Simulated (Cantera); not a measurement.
An isothermal, constant-pressure homogeneous reactor starts with CH₄ : H₂ : N₂ = 0.034 : 1 : 0.00011 (molar parts), at 1675 K and 73.5 Torr.

Computed with Cantera and GRI-Mech 3.0 (53 species, 325 reactions). GRI-Mech 3.0 stops at C3 and has no aromatics, soot or wall deposition, so with more carbon than oxygen in the feed, carbon stays in small species such as C2H2 where larger ones or solid carbon would form.

Question: Predict: x(CH₄) at 9.00 s; x(H₂) at 9.00 s; x(C₂H) at 9.00 s; x(C₂H₆) at 9.00 s; x(H) at 9.00 s.

Answer: 
```
Quantity                                              Result
-----------------  -----------------------------------------
x(CH₄) at 9.00 s     0.00247 (gas-phase equilibrium 0.00182)
x(H₂) at 9.00 s          0.982 (gas-phase equilibrium 0.983)
x(C₂H) at 9.00 s     2.72e-8 (gas-phase equilibrium 2.76e-8)
x(C₂H₆) at 9.00 s    3.08e-8 (gas-phase equilibrium 2.12e-8)
x(H) at 9.00 s     0.000369 (gas-phase equilibrium 0.000370)
```
